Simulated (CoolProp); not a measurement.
Vapour-liquid equilibrium of cyclohexane (1) + n-octane (2) at 306.5 K; x and y are mole fractions of (1).

Computed with CoolProp (multi-fluid Helmholtz-energy mixture model, Zhou 2014 and Beckmüller 2019; pair parameters Bell 2016).

Question: Give the bubble pressure and the first vapour's composition at x = 0.35, 0.5, 0.8. Is there an azeotrope?

Answer: x = 0.35: 0.008636 MPa, y = 0.776; x = 0.5: 0.01101 MPa, y = 0.863; x = 0.8: 0.01564 MPa, y = 0.960. No azeotrope shows between x = 0.05 and 0.95.

Pair parameters are fitted to limited data, so mixtures are less certain than the pure fluids.
